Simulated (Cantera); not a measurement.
Cantera run, input and output.

```python
import numpy as np
import cantera as ct

surf = ct.Interface("diamond.yaml", "diamond_100")
gas, bulk = surf.adjacent["gas"], surf.adjacent["diamond"]
k = surf.kinetics_species_index(bulk.species_names[0])
cover = ["c6HH", "c6H*", "c6*H", "c6**", "c6HM", "c6B"]

rows, drift = [], 0.0
print(f"{'P':>10s}{'um/h':>11s}" + "".join(f"{s:>11s}" for s in cover))
for v in [640, 1100, 1800, 3100, 5300, 9000, 15000, 26000]:
    T, P, xH, xCH3 = 1400, v, 0.0053, 0.00028
    gas.TPX = T, P, {"H": xH, "CH3": xCH3, "CH4": 0.0076, "H2": 1 - xH - xCH3 - 0.0076}
    surf.TP = bulk.TP = T, P
    surf.coverages = "c6H*:0.1, c6HH:0.9"
    surf.advance_coverages(100.0)
    before = surf.coverages
    surf.advance_coverages(100.0)
    drift = max(drift, np.max(np.abs(surf.coverages - before) / (surf.coverages + 1e-9)))
    rate = surf.net_production_rates[k] * bulk.mean_molecular_weight / bulk.density * 3.6e9
    rows.append([rate, *surf[cover].coverages])
    print(f"{v:10.4g}{rate:11.4e}" + "".join(f"{x:11.3e}" for x in rows[-1][1:]))
```

Output:

```
         P       um/h       c6HH       c6H*       c6*H       c6**       c6HM        c6B
       640 1.3499e-01  3.409e-01  5.923e-02  5.421e-01  5.744e-02  1.030e-05  3.663e-10
      1100 3.2462e-01  3.410e-01  5.921e-02  5.419e-01  5.732e-02  1.891e-05  8.809e-10
      1800 6.8080e-01  3.411e-01  5.921e-02  5.418e-01  5.723e-02  3.278e-05  1.847e-09
      3100 1.4545e+00  3.412e-01  5.921e-02  5.416e-01  5.713e-02  5.955e-05  3.947e-09
      5300 2.9411e+00  3.412e-01  5.922e-02  5.415e-01  5.706e-02  1.056e-04  7.981e-09
      9000 5.7641e+00  3.412e-01  5.924e-02  5.413e-01  5.702e-02  1.827e-04  1.564e-08
   1.5e+04 1.1034e+01  3.411e-01  5.928e-02  5.411e-01  5.699e-02  3.049e-04  2.994e-08
   2.6e+04 2.2669e+01  3.410e-01  5.936e-02  5.407e-01  5.697e-02  5.187e-04  6.151e-08
```

Model: the Harris–Goodwin 1993 mechanism for the reconstructed diamond (100) surface, integrated in Cantera.
